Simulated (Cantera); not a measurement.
Input: 1 mol (CH3)2SiCl2, 0.23 mol HCl, 350 mol H2, held at 1723.15 K and 0.100 bar.

Cantera equilibrium calculation (NASA polynomials, part measured and part estimated; ideal gas, pure solids and liquids). Candidate condensed phases: C, C6H6, C7H8, C8H18, Si, SiC; 109 gas species. The feed counts by its element totals alone. The numbers say what is thermodynamically allowed, not how fast it happens.

Base state: H2 0.993, HCl 0.00629, H 0.000575, CH4 9.91e-5, C2H2 (acetylene) 9.00e-5 (mole fractions); condensed: C(graphite) + SiC(s).

Q: What changes in the equilibrium state with this change: H2 from 350 to 3.5 mol?

A: 
| species | before | after |
|---|---|---|
| H2 | 0.993 | 0.718 |
| HCl | 0.00629 | 0.275 |
| SiCl2 | 2.30e-6 | 0.00605 |
| SiCl3 | 3.29e-9 | 0.000446 |
| SiCl4 | <1e-9 | 6.16e-5 |
| SiHCl3 | <1e-9 | 3.32e-5 |
| Cl | 2.82e-6 | 0.000145 |
| CH4 | 9.91e-5 | 5.18e-5 |
| C(graphite), mol | 0.901 | 1.05 |
| SiC(s), mol | 0.999 | 0.949 |
The tables' values for SiCl3 are old estimates; treat these amounts as uncertain.

Q: What changes in the equilibrium state with this change: pressure from 0.100 bar to 16.0 mbar?

A: 
| species | before | after |
|---|---|---|
| H2 | 0.993 | 0.992 |
| HCl | 0.00629 | 0.00628 |
| H | 0.000575 | 0.00144 |
| CH4 | 9.91e-5 | 1.58e-5 |
| C2H2 (acetylene) | 9.00e-5 | 8.99e-5 |
| C(graphite), mol | 0.901 | 0.932 |
| SiC(s), mol | 0.999 | 0.999 |
